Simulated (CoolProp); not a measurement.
Vapour-liquid equilibrium of n-butane (1) + R245fa (2) at 343.3 K; x and y are mole fractions of (1).

Model: multi-fluid Helmholtz-energy mixture model, Bücker 2006 and Akasaka 2015; pair parameters Bell 2016, in CoolProp.

Task: Give the bubble pressure and the first vapour's composition at x = 0.125, 0.65, 0.8. Is there an azeotrope?

Result: x = 0.125: 817.2 kPa, y = 0.299; x = 0.65: 1032 kPa, y = 0.629; x = 0.8: 1001 kPa, y = 0.714. y crosses x between x = 0.575 and 0.65: the model has an azeotrope there.

Pair parameters are fitted to limited data, so mixtures are less certain than the pure fluids.
